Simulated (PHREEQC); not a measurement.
Make-up at 25 °C: 0.26 mol NaBr and 0.072 mol NaCl per kg of water. Closed to the air; pH follows from the charge balance.

Model: Pitzer model, pitzer.dat, run in PHREEQC.

| Item | Value |
|---|---|
| ionic strength | 0.332 mol/kgw |
| activity of water | 0.989 |
| specific conductance | 31200 µS/cm |
| density | 1.020 g/cm³ |
| osmotic coefficient | 0.927 |

```json
[
 {"species": "Na+", "molality": "0.332", "activity": "0.244", "log γ": "-0.133"},
 {"species": "Br-", "molality": "0.260", "activity": "0.179", "log γ": "-0.161"},
 {"species": "Cl-", "molality": "0.0720", "activity": "0.0489", "log γ": "-0.168"},
 {"species": "OH-", "molality": "1.37e-7", "activity": "8.90e-8", "log γ": "-0.187"},
 {"species": "H+", "molality": "1.37e-7", "activity": "1.12e-7", "log γ": "-0.085"}
]
```

Precipitation was switched off in this run.
